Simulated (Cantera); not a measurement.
# Premixed flame

A freely propagating, adiabatic, planar premixed flame of C3H8 : O2 : N2 = 1 : 4.17 : 15.7 (molar parts), equivalence ratio 1.2, unburnt at 600 K and 100000 Pa; unity-Lewis-number transport, grid criteria slope 0.08 and curve 0.16, no radiation.

Model: GRI-Mech 3.0 (53 species, 325 reactions), integrated in Cantera. GRI-Mech 3.0 was tuned for natural gas; its chemistry of propane as a main component is partial and can be far from experiment. Unity Lewis numbers drop preferential diffusion, which matters most where H2 and H carry the flame. Burning velocities carry a grid error of a few per cent, more on coarse grids.

```tsv
z (mm)	T (K)	u (m/s)	x C3H8	x O2	x CH2CO	x CH2O	x CH2	x OH
-0.988	600	0.988	0.0479	0.200	3.42e-7	7.48e-7	<1e-8	<1e-8
-0.659	603	0.993	0.0478	0.199	3.42e-6	7.46e-6	<1e-8	<1e-8
-0.494	614	1.01	0.0472	0.198	1.65e-5	3.57e-5	<1e-8	<1e-8
-0.329	687	1.14	0.0438	0.189	9.99e-5	0.000207	<1e-8	1.17e-7
-0.165	1075	1.85	0.0252	0.139	0.000566	0.000973	9.03e-8	9.04e-6
-0.0823	1478	2.64	0.00761	0.0867	0.000989	0.00120	1.47e-5	0.000317
0	1868	3.44	0.000157	0.0379	0.000561	0.000407	8.85e-5	0.00341
0.0823	2014	3.72	9.10e-8	0.0173	6.00e-5	3.60e-5	1.77e-5	0.00793
0.165	2053	3.79	<1e-8	0.0120	2.83e-6	1.66e-6	9.04e-7	0.00938
0.329	2098	3.86	<1e-8	0.00935	<1e-8	<1e-8	<1e-8	0.00951
0.659	2158	3.95	<1e-8	0.00748	<1e-8	<1e-8	<1e-8	0.00897
1.32	2228	4.06	<1e-8	0.00544	<1e-8	<1e-8	<1e-8	0.00789
2.63	2294	4.15	<1e-8	0.00345	<1e-8	<1e-8	<1e-8	0.00639
```
x: mole fraction of selected species; z is measured from the peak of heat release.

The laminar burning velocity is 98.8 cm/s, the thermal thickness is 0.329 mm and the peak x(CH2CO) comes out as 0.00101. The peak x(CH2O) is 0.00124 and the peak x(CH2) is 8.93e-5. The peak x(OH) comes out as 0.00957.
